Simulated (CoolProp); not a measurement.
Model: reference Helmholtz-energy equation of state, Akasaka 2023, in CoolProp.

**Question.** For R1336mzz(E), give the phase and the Z, cp (kJ/(kg K)), cv (kJ/(kg K)), Joule-Thomson coefficient (K/MPa) at 301.8 K and 2.28 MPa.

**Answer.** 
- 301.8 K and 2.28 MPa: liquid; Z 0.113, cp 1.24, cv 0.883, Joule-Thomson coefficient -0.194
